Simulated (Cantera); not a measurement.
# Premixed flame

A freely propagating, adiabatic, planar premixed flame of 53.2 % H₂, 9.84 % O₂, 37.0 % N₂, unburnt at 575 K and 140000 Pa; mixture-averaged transport, grid criteria slope 0.08 and curve 0.16, no radiation.

Detailed kinetics in Cantera: the H2/O2 subset of GRI-Mech 3.0, which has no nitrogen chemistry. Burning velocities carry a grid error of a few per cent, more on coarse grids.

| z (mm) | T (K) | u (m/s) | x H₂ | x O₂ | x O | x HO₂ | x H₂O | x H₂O₂ |
|---|---|---|---|---|---|---|---|---|
| -0.910 | 575 | 7.69 | 0.532 | 0.0984 | <1e-8 | <1e-8 | <1e-8 | <1e-8 |
| -0.607 | 575 | 7.69 | 0.532 | 0.0984 | <1e-8 | <1e-8 | <1e-8 | <1e-8 |
| -0.455 | 575 | 7.69 | 0.532 | 0.0984 | <1e-8 | <1e-8 | <1e-8 | <1e-8 |
| -0.303 | 575 | 7.69 | 0.532 | 0.0984 | <1e-8 | 1.10e-6 | 4.76e-7 | <1e-8 |
| -0.152 | 609 | 8.10 | 0.527 | 0.0982 | 1.42e-5 | 0.000293 | 0.00151 | 5.94e-6 |
| -0.0758 | 830 | 10.8 | 0.498 | 0.0918 | 0.000219 | 0.000191 | 0.0211 | 1.08e-5 |
| 0 | 1189 | 15.0 | 0.423 | 0.0627 | 0.00154 | 8.37e-5 | 0.0857 | 1.81e-6 |
| 0.0758 | 1443 | 18.2 | 0.350 | 0.0204 | 0.00162 | 2.58e-5 | 0.168 | 6.43e-7 |
| 0.152 | 1557 | 19.5 | 0.328 | 0.00433 | 0.000677 | 5.25e-6 | 0.199 | 3.12e-7 |
| 0.303 | 1657 | 20.7 | 0.329 | 0.000309 | 0.000304 | 3.62e-7 | 0.209 | 1.93e-7 |
| 0.607 | 1754 | 21.7 | 0.338 | 6.26e-5 | 0.000211 | 8.56e-8 | 0.211 | 1.25e-7 |
| 1.21 | 1848 | 22.7 | 0.347 | 3.48e-5 | 0.000128 | 5.16e-8 | 0.213 | 6.87e-8 |
| 2.43 | 1927 | 23.5 | 0.355 | 1.72e-5 | 6.40e-5 | 2.82e-8 | 0.214 | 3.32e-8 |
x: mole fraction of selected species; z is measured from the peak of heat release.

```
Property                     Value
------------------------  --------
laminar burning velocity  769 cm/s
thermal thickness         0.303 mm
peak x(O)                  0.00196
peak x(HO₂)               0.000316
peak x(H₂O₂)               1.23e-5
grid points                    126
```
